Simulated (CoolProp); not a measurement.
Vapour-liquid equilibrium of R143a (1) + R236FA (2) at 314.3 K; x and y are mole fractions of (1).

Values from CoolProp's multi-fluid Helmholtz-energy mixture model, Lemmon and Jacobsen 2000 and Pan 2012; pair parameters Bell 2016.

```tsv
x	bubble pressure, mixture model (MPa)	bubble pressure, Raoult's law (MPa)	y, mixture model	y, Raoult's law
0.05	0.5046	0.5234	0.134	0.180
0.2	0.6733	0.7379	0.423	0.510
0.35	0.8586	0.9524	0.611	0.692
0.5	1.061	1.167	0.743	0.806
0.65	1.281	1.381	0.840	0.886
0.8	1.522	1.596	0.916	0.943
0.95	1.786	1.810	0.980	0.988
```

The largest gap from Raoult's law is -9.8 % in bubble pressure, at x = 0.35. No azeotrope shows between x = 0.05 and 0.95.

Pair parameters are fitted to limited data, so mixtures are less certain than the pure fluids.
